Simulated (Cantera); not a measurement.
A Cantera script and what it prints.

```python
import numpy as np
import cantera as ct

gas_names = """
    CL CL2 H HCL H2 N NH NH2 NH3 N2 N2H2 N2H4 Si SiCL SiCL2 SiCL3 SiCL4 SiH SiHCL3 SiH2 SiH2CL2 SiH3
    SiH3CL SiH4 SiN Si2 Si2N Si3
""".split()
cond_names = """
    NH4CL(a) NH4CL(b) Si(cr) Si(L) Si3N4(a)
""".split()


# ... load() reads the species with a 1 bar reference pressure and builds the phases ...
atoms = {
    'Si3N4': {'Si': 3, 'N': 4},
    'HCl': {'H': 1, 'CL': 1},
    'N2': {'N': 2},
}
top_T = {'Si3N4(a)': 2400}  # K; cautious upper limits of use, not melting points


# ... equilibrate(T, P, feed) seeds the gas with the atoms and calls Mixture.equilibrate('TP', solver="vcs", rtol=1e-11, max_steps=5000) ...
results = []
feed = {'Si3N4': 1, 'HCl': 60, 'N2': 19}  # mol
P = 1333.22  # Pa
for T in [1775, 1825, 1875, 1925, 1975, 2025, 2075]:
    mix = equilibrate(T, P, feed)
    results.append((T, P, feed, dict(zip(mix.species_names, mix.species_moles))))

top = {s: max(r[3][s] / sum(r[3][g] for g in gas_names) for r in results) for s in gas_names}
cols = sorted((s for s in top if top[s] > 0.001), key=lambda s: -top[s])[:8]
seen = [c for c in cond_names if any(r[3].get(c, 0) > 1e-12 for r in results)]
print("log10 of partial pressures in bar; condensed amounts in mol")
print(f"{'T/K':>10s}" + "".join(f"{s[:9]:>10s}" for s in cols + seen))
for T, P, feed, n in results:
    ng = sum(n[g] for g in gas_names)
    print(f"{T:10.4g}" + "".join(f"{np.log10(max(n[s] / ng * P / 1e5, 1e-99)):10.3f}" for s in cols)
          + "".join(f"{n.get(c, 0):10.4g}" for c in seen))
```

Result:

```
log10 of partial pressures in bar; condensed amounts in mol
       T/K       HCL        N2        H2        CL     SiCL2     SiCL3         H     SiCL4
      1775    -2.061    -2.461    -3.224    -4.102    -3.410    -4.107    -5.151    -4.575
      1825    -2.062    -2.462    -3.224    -3.924    -3.387    -4.181    -4.968    -4.788
      1875    -2.065    -2.463    -3.216    -3.761    -3.370    -4.261    -4.792    -5.004
      1925    -2.070    -2.465    -3.202    -3.612    -3.358    -4.346    -4.620    -5.222
      1975    -2.076    -2.467    -3.181    -3.476    -3.350    -4.435    -4.454    -5.443
      2025    -2.083    -2.469    -3.155    -3.351    -3.345    -4.527    -4.293    -5.665
      2075    -2.093    -2.472    -3.126    -3.236    -3.342    -4.621    -4.137    -5.887
```

Equilibrium computed with Cantera from the NASA thermochemical tables; the gas is ideal and each condensed phase is pure. The tables' values for SiCl3, SiCl are old estimates; treat these amounts as uncertain.
